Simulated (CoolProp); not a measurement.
Vapour-liquid equilibrium of nitrogen (1) + oxygen (2) at 77.4 K; x and y are mole fractions of (1).

Computed with CoolProp (multi-fluid Helmholtz-energy mixture model, Span 2000 and Schmidt 1985; pair parameters Gernert 2013).

```csv
x,"bubble pressure, mixture model (MPa)","bubble pressure, Raoult's law (MPa)","y, mixture model","y, Raoult's law"
0.05,?,0.02495,0.235,0.204
0.15,0.03542,0.03304,0.491,0.462
0.25,?,0.04114,0.632,0.619
0.35,0.05192,0.04924,?,0.724
0.45,0.05960,0.05733,0.792,0.800
0.55,?,0.06543,0.846,0.856
0.65,0.07466,0.07353,?,0.901
0.75,?,0.08162,0.926,0.936
0.85,?,0.08972,?,0.965
0.95,0.09787,0.09782,0.987,0.989
```

Complete the blanks.


- 0.05, bubble pressure, mixture model (MPa): 0.02604
- 0.25, bubble pressure, mixture model (MPa): 0.04394
- 0.35, y, mixture model: 0.725
- 0.55, bubble pressure, mixture model (MPa): 0.06713
- 0.65, y, mixture model: 0.889
- 0.75, bubble pressure, mixture model (MPa): 0.08226
- 0.85, bubble pressure, mixture model (MPa): 0.08999
- 0.85, y, mixture model: 0.959

The largest gap from Raoult's law is +7.2 % in bubble pressure, at x = 0.15. No azeotrope shows between x = 0.05 and 0.95.

Pair parameters are fitted to limited data, so mixtures are less certain than the pure fluids.
